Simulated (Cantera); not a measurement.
Input (Python, Cantera):

```python
import numpy as np
import cantera as ct

gas = ct.Solution("gri30.yaml")
gas.TPX = 400, 37000, {'C2H6': 1, 'O2': 2.5, 'N2': 9.4, 'H2O': 0.38}
flame = ct.FreeFlame(gas, width=0.08)
flame.set_refine_criteria(ratio=3, slope=0.08, curve=0.16)
flame.transport_model = "mixture-averaged"
flame.solve(loglevel=0, auto=True)
z, T = flame.grid, flame.T
thick = (T[-1] - T[0]) / np.gradient(T, z).max()
show = ['C2H6', 'O2', 'H2O', 'H2', 'CO', 'CH2O']
print(f"laminar burning velocity  {flame.velocity[0] * 100:.3f} cm/s")
print(f"burnt temperature         {T[-1]:.1f} K")
print(f"thermal thickness         {thick * 1e3:.4f} mm")
print(f"grid points               {len(z)}")
z0 = z[flame.heat_release_rate.argmax()]
print(f"{'z/mm':>9s}{'T/K':>9s}{'u/(m/s)':>9s}" + "".join(f"{s:>11s}" for s in show))
rows = []
for k in (-3, -2, -1.5, -1, -0.5, -0.25, 0, 0.25, 0.5, 1, 2, 4, 8):
    zz = z0 + k * thick
    rows.append([k * thick, np.interp(zz, z, T), np.interp(zz, z, flame.velocity),
                 *(np.interp(zz, z, flame.X[gas.species_index(s)]) for s in show)])
    print(f"{rows[-1][0] * 1e3:9.3f}{rows[-1][1]:9.1f}{rows[-1][2]:9.3f}" + "".join(f"{x:11.3e}" for x in rows[-1][3:]))
```

Output:

```
laminar burning velocity  51.367 cm/s
burnt temperature         2037.4 K
thermal thickness         1.0958 mm
grid points               147
     z/mm      T/K  u/(m/s)       C2H6         O2        H2O         H2         CO       CH2O
   -3.287    400.5    0.516  7.507e-02  1.876e-01  2.859e-02  3.315e-03  1.420e-05  2.846e-07
   -2.192    403.1    0.522  7.470e-02  1.865e-01  2.879e-02  8.141e-03  9.156e-05  2.262e-06
   -1.644    415.4    0.541  7.409e-02  1.845e-01  3.007e-02  1.446e-02  4.833e-04  1.631e-05
   -1.096    506.9    0.671  7.108e-02  1.752e-01  3.937e-02  2.658e-02  3.882e-03  2.062e-04
   -0.548    964.6    1.327  4.814e-02  1.302e-01  8.194e-02  4.416e-02  2.671e-02  1.802e-03
   -0.274   1359.3    1.926  2.042e-02  8.616e-02  1.176e-01  5.270e-02  5.309e-02  1.956e-03
    0.000   1709.0    2.477  1.523e-03  4.041e-02  1.508e-01  5.660e-02  8.142e-02  6.417e-04
    0.274   1883.6    2.742  1.033e-05  1.415e-02  1.679e-01  5.466e-02  9.194e-02  1.371e-04
    0.548   1939.6    2.819  7.035e-08  4.630e-03  1.723e-01  5.333e-02  9.019e-02  2.783e-05
    1.096   1964.2    2.844  8.566e-11  8.449e-04  1.711e-01  5.421e-02  8.425e-02  1.297e-06
    2.192   1976.1    2.854  8.685e-15  3.982e-04  1.692e-01  5.570e-02  8.090e-02  1.338e-08
    4.383   1989.2    2.870  7.792e-19  2.957e-04  1.696e-01  5.615e-02  8.062e-02  6.133e-10
    8.767   2005.9    2.891  2.940e-22  1.878e-04  1.708e-01  5.637e-02  8.101e-02  6.076e-10
```

Cantera simulation using GRI-Mech 3.0 (53 species, 325 reactions); the numbers are that mechanism's predictions, not measurements. Burning velocities carry a grid error of a few per cent, more on coarse grids.
